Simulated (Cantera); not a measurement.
A closed system holds: 1 mol (CH3)2SiCl2, 0.019 mol C2H4, 9.4 mol H2, at 2648 K and 1.00 bar.

Equilibrium computed with Cantera from the NASA thermochemical tables; the gas is ideal and each condensed phase is pure. Candidate condensed phases: C, C6H6, C7H8, C8H18, Si, SiC; 109 gas species. The feed counts by its element totals alone. The tables' values for SiCl, SiCl3 are old estimates; treat these amounts as uncertain. Gases not in the tables: Si2H6 and higher silanes. Equilibrium is a limit: real reactors are often held back by kinetics, nucleation or transport.

Base state: H2 0.798, HCl 0.122, H 0.0415, C2H2 (acetylene) 0.0155, SiCl2 0.00811, Si 0.00449, Cl 0.00442, SiC2 0.00174 (mole fractions); condensed: C(graphite) + SiC(s).

Question: What changes in the equilibrium state with this change: (CH3)2SiCl2 replaced by SiCl4?

Answer: 
```csv
species,before,after
H2,0.798,0.672
HCl,0.122,0.199
SiCl2,0.00811,0.0600
C2H2 (acetylene),0.0155,0.000749
Si,0.00449,0.0104
H,0.0415,0.0381
C4H2,0.000126,3.47e-7
C2H2 (vinylidene),1.94e-5,9.36e-7
C2H,7.81e-5,4.10e-6
SiCl3,4.65e-5,0.000614
"C(graphite), mol",0.800,0
"SiC(s), mol",0.732,0
```
